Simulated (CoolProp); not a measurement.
Vapour-liquid equilibrium of ethanol (1) + n-octane (2) at 0.902 MPa; x and y are mole fractions of (1).

Model: multi-fluid Helmholtz-energy mixture model, Schroeder 2014 and Beckmüller 2019; pair parameters Bell 2016, in CoolProp.

```tsv
x	bubble temperature, mixture model (°C)	bubble temperature, Raoult's law (°C)	y, mixture model	y, Raoult's law
0.05	(withheld)	216.0	0.318	0.223
0.2	(withheld)	192.8	0.659	0.574
0.35	(withheld)	178.3	0.745	0.741
0.5	155.4	168.0	0.789	0.840
0.65	152.1	160.0	0.830	0.907
0.8	149.4	153.6	0.883	0.954
0.95	147.2	148.3	0.963	0.990
```

Question: Complete the blanks.

Answer: 
- 0.05, bubble temperature, mixture model (°C): 203.5
- 0.2, bubble temperature, mixture model (°C): 170.3
- 0.35, bubble temperature, mixture model (°C): 160.1

The largest gap from Raoult's law is -22.5 K in bubble temperature, at x = 0.2. No azeotrope shows between x = 0.05 and 0.95.

Pair parameters are fitted to limited data, so mixtures are less certain than the pure fluids. With so large a gap from Raoult's law the liquid may split in two, which this calculation doesn't test in full.
